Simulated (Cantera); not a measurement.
A closed system holds: 1 mol MgCl2, 0.018 mol HCl, 18 mol N2, at 1925 K and 1000 Pa.

Method: chemical equilibrium by Gibbs-energy minimisation in Cantera with the NASA 1993 tables (ideal gas, pure condensed phases). Candidate condensed phases: Mg, MgCl2, NH4Cl; 18 gas species. The numbers say what is thermodynamically allowed, not how fast it happens.

Base state: N2 0.943, MgCl2 0.0504, Cl 0.00362, Mg 0.00157, HCl 0.000919, MgCl 0.000467, H 1.74e-5 (mole fractions); condensed: gas only.

What changes in the equilibrium state with this change: MgCl2 replaced by FeCl3?


```tsv
species	before	after
N2	0.943	0.899
FeCl2	0	0.0499
Cl	0.00362	0.0498
MgCl2	0.0504	0
Mg	0.00157	0
MgCl	0.000467	0
```
Further candidate phases: Fe, FeCl2, FeCl3.
